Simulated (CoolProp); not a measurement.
The numbers come from the reference Helmholtz-energy equation of state, Thol 2016 in CoolProp.

Problem. For hexamethyldisiloxane (MM), give the phase and the Z, speed of sound (m/s), expansivity (1/kK), fugacity coefficient at 479.9 K and 25 bar; 493.9 K and 25 bar; 606 K and 25 bar.

Solution. 
- 479.9 K and 25 bar: liquid; Z 0.191, speed of sound 312, expansivity 3.62, fugacity coefficient 0.348
- 493.9 K and 25 bar: liquid; Z 0.197, speed of sound 261, expansivity 4.56, fugacity coefficient 0.412
- 606 K and 25 bar: supercritical; Z 0.729, speed of sound 136, expansivity 4.94, fugacity coefficient 0.763
